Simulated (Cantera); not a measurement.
An isothermal, constant-pressure homogeneous reactor starts with 26.3 % C2H6, 73.7 % N2, at 1748 K and 0.00290 bar.

Model: GRI-Mech 3.0 (53 species, 325 reactions), integrated in Cantera. GRI-Mech 3.0 stops at C3 and has no aromatics, soot or wall deposition, so with more carbon than oxygen in the feed, carbon stays in small species such as C2H2 where larger ones or solid carbon would form. Radical loss at walls, strong at low pressure, is not modelled.

x: mole fraction; the columns are a selection and need not sum to one.

```
t (s)       x C2H6       x H     x CH2    x C2H4     x H2     x HCN     x CH3
--------  --------  --------  --------  --------  -------  --------  --------
1.00e-6      0.263   1.39e-7  1.71e-11  8.63e-10  7.07e-9    <1e-12  0.000256
1.09e-5      0.261   1.57e-6   2.55e-8   4.09e-7  7.96e-7    <1e-12   0.00277
0.000119     0.243         …         …         …        …  5.59e-10         …
0.00130          …         …         …         …        …         …         …
0.0141     4.89e-5   0.00120   1.44e-5    0.0147    0.252   5.21e-6   0.00607
0.154      6.82e-6  0.000602   3.04e-6  0.000814    0.290   5.75e-6   0.00186
1.68       5.06e-7  0.000945   1.51e-6   5.46e-5    0.332   8.51e-6  0.000554
18.3      3.46e-10   0.00248   1.65e-7   5.81e-6    0.343   3.28e-5   2.13e-5
200       8.10e-12   0.00250   2.09e-8   5.76e-6    0.343   5.82e-5   2.66e-6
```

### Question
Fill in the missing entries.

### Answer

- 0.000119, x H: 0.000206
- 0.000119, x CH2: 2.04e-5
- 0.000119, x C2H4: 0.000537
- 0.000119, x H2: 0.000734
- 0.000119, x CH3: 0.0269
- 0.00130, x C2H6: 0.0383
- 0.00130, x H: 0.00362
- 0.00130, x CH2: 0.000196
- 0.00130, x C2H4: 0.0826
- 0.00130, x H2: 0.0957
- 0.00130, x HCN: 1.71e-6
- 0.00130, x CH3: 0.0860
